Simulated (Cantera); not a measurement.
A closed system holds: 1 mol FeS, 410 mol H2, 40 mol N2, at 948.15 K and 0.00140 bar.

Method: chemical equilibrium by Gibbs-energy minimisation in Cantera with the NASA 1993 tables (ideal gas, pure condensed phases). Candidate condensed phases: Fe, FeS, FeS2, S; 16 gas species. FeS: taken at fixed stoichiometry. Rates play no part.

Base state: H2 0.910, N2 0.0889, H2S 0.000651 (mole fractions); condensed: Fe(α) + FeS(s).

What changes in the equilibrium state with this change: temperature from 948.15 K to 1398 K?


```csv
species,before,after
H2,0.910,0.909
N2,0.0889,0.0889
H2S,0.000651,0.00195
H,1.34e-8,0.000121
Fe,<1e-9,1.04e-5
S2,6.08e-9,8.65e-5
SH,3.73e-8,9.30e-5
"Fe(α), mol",0.293,0
"FeS(s), mol",0.707,0
"Fe(γ), mol",0,0.995
```
